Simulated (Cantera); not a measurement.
Feed: 1 mol Al, 49 mol H2O, 94 mol N2, held at 1025 K and 280 Pa.

Method: chemical equilibrium by Gibbs-energy minimisation in Cantera with the NASA 1993 tables (ideal gas, pure condensed phases). Candidate condensed phases: Al, AlN, Al2O3, H2O; 35 gas species. The numbers say what is thermodynamically allowed, not how fast it happens.

Base state: N2 0.657, H2O 0.332, H2 0.0105 (mole fractions); condensed: Al2O3(s).

**Question.** What changes in the equilibrium state with this change: temperature from 1025 K to 2098 K?

**Answer.** 
```csv
species,before,after
N2,0.657,0.641
H2O,0.332,0.290
H2,0.0105,0.0333
OH,<1e-9,0.0110
H,8.43e-9,0.0106
AlO2H,<1e-9,1.11e-5
O2,<1e-9,0.00927
O,<1e-9,0.00249
NO,<1e-9,0.00188
"Al2O3(s), mol",0.500,0.499
```
